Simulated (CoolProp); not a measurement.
The numbers come from the reference Helmholtz-energy equation of state, Thol 2015 in CoolProp.

Question: For octamethylcyclotetrasiloxane (D4), give the phase and the density (kg/m³), isothermal compressibility (1/MPa), expansivity (1/kK), fugacity coefficient at 579.5 K and 1470 kPa; 589.6 K and 1470 kPa; 609.9 K and 1470 kPa.

Answer: 
- 579.5 K and 1470 kPa: liquid; density 501, isothermal compressibility 0.201, expansivity 10.9, fugacity coefficient 0.573
- 589.6 K and 1470 kPa: supercritical; density 405, isothermal compressibility 1.67, expansivity 53.8, fugacity coefficient 0.624
- 609.9 K and 1470 kPa: supercritical; density 157, isothermal compressibility 1.57, expansivity 13.8, fugacity coefficient 0.685
